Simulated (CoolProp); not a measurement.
Chlorine at 293.15 K and 1.13 MPa is throttled through a valve to 0.375 MPa with no heat exchange. Each further row changes one setting.

Model: reference Helmholtz-energy equation of state, Thol 2021, in CoolProp.

```tsv
case	temperature change (K)	final phase	final density (kg/m³)
as stated	-19.4	two-phase, vapour fraction 0.072	157
outlet pressure 0.112 MPa	-51.7	two-phase, vapour fraction 0.174	23.1
outlet pressure 0.488 MPa	-11.1	two-phase, vapour fraction 0.042	302
```
